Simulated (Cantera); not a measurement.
Charge: 1 mol SiCl4, 4.2 mol HCl, 210 mol H2, held at 975 K and 0.00130 bar.

These are equilibrium values from Cantera (NASA tables, ideal gas, pure condensed phases), not measurements of a reactor. Candidate condensed phases: Si; 19 gas species. The tables' values for SiCl3 are old estimates; treat these amounts as uncertain. Kinetics and transport are ignored.

Base state: H2 0.973, HCl 0.0219, SiCl4 0.00294, SiHCl3 0.000749, SiCl2 0.000667, SiCl3 0.000263, SiH2Cl2 1.99e-5 (mole fractions); condensed: gas only.

Problem. What changes in the equilibrium state with this change: temperature from 975 K to 2000 K?

Solution. 
| species | before | after |
|---|---|---|
| H2 | 0.973 | 0.916 |
| H | 3.13e-8 | 0.0432 |
| HCl | 0.0219 | 0.0348 |
| Si | <1e-9 | 0.00387 |
| SiCl4 | 0.00294 | <1e-9 |
| Cl | <1e-9 | 0.00122 |
| SiHCl3 | 0.000749 | <1e-9 |
| SiCl | <1e-9 | 0.000151 |
| SiH | <1e-9 | 9.07e-5 |
The tables' values for SiCl are old estimates; treat these amounts as uncertain. Gases not in the tables: Si2H6 and higher silanes.
